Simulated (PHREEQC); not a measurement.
Dissolve 0.02 mol/kgw HF, 0.0021 mol/kgw CsF and 3.9e-05 mol/kgw H2SiF6 at 25 °C. Closed to the air; pH follows from the charge balance.

Equilibrium calculation in PHREEQC: ion-association model, wateq4f.dat.

No solid was allowed to form.

### Question
Order these F species by the share of F that they hold, largest first: HF, F-, SiF6-2, HF2-, H2F2.

### Answer
HF (71 %), F- (20 %), H2F2 (5.8 %), HF2- (2.4 %), SiF6-2 (1.0 %)

The pH is 2.60 and the ionic strength 0.00486 mol/kgw. wateq4f.dat counts part of the HF as a dimer, H2F2, which phreeqc.dat doesn't know; its constant is uncertain. SiF6-2 is the database's only silicon fluoride.
